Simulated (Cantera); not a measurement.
What does this Cantera script print?

```python
import numpy as np
import cantera as ct

gas = ct.Solution("gri30.yaml")
gas.TPX = 2450, 1300, {'CH4': 0.0057, 'H2': 6.4, 'CO2': 0.021}
inlet = ct.Reservoir(gas, clone=True)

reactor = ct.IdealGasConstPressureReactor(gas, energy="off", clone=False)
exhaust = ct.Reservoir(gas, clone=True)
tau = [14, 4.1, 1.3, 0.38, 0.12, 0.035, 0.011, 0.0032][0]
for a, b in ((inlet, reactor), (reactor, exhaust)):
    ct.MassFlowController(a, b, mdot=lambda t: reactor.mass / tau)
net = ct.ReactorNet([reactor])
show = ['CH4', 'H2', 'CO2', 'HCO', 'HO2', 'CH2O']

rows = []
print(f"{'tau/s':>10s}{'T/K':>9s}" + "".join(f"{s:>11s}" for s in show))
for tau in [14, 4.1, 1.3, 0.38, 0.12, 0.035, 0.011, 0.0032]:
    net.initial_time = 0.0
    net.advance(30 * tau)
    before = gas.X
    net.advance(40 * tau)
    drift = np.max(np.abs(gas.X - before) / (gas.X + 1e-9))
    rows.append([gas.T, *gas[show].X, drift])
    print(f"{tau:10.3e}{gas.T:9.1f}" + "".join(f"{x:11.3e}" for x in gas[show].X))
```

It prints:

```
     tau/s      T/K        CH4         H2        CO2        HCO        HO2       CH2O
 1.400e+01   2450.0  3.166e-08  8.372e-01  1.613e-06  1.282e-09  1.989e-12  4.379e-11
 4.100e+00   2450.0  1.527e-07  8.488e-01  1.689e-06  1.428e-09  1.822e-12  1.269e-10
 1.300e+00   2450.0  1.191e-06  8.775e-01  1.998e-06  1.982e-09  1.426e-12  5.468e-10
 3.800e-01   2450.0  2.020e-05  9.270e-01  4.079e-06  3.980e-09  8.508e-13  3.082e-09
 1.200e-01   2450.0  1.257e-04  9.570e-01  1.605e-05  5.592e-09  5.937e-13  7.587e-09
 3.500e-02   2450.0  4.096e-04  9.727e-01  8.830e-05  5.537e-09  3.620e-13  1.089e-08
 1.100e-02   2450.0  7.110e-04  9.836e-01  5.099e-04  3.519e-09  2.312e-13  7.768e-09
 3.200e-03   2450.0  8.314e-04  9.916e-01  2.155e-03  1.223e-09  1.960e-13  3.822e-09
```

Computed with Cantera and GRI-Mech 3.0 (53 species, 325 reactions). Radical loss at walls, strong at low pressure, is not modelled.
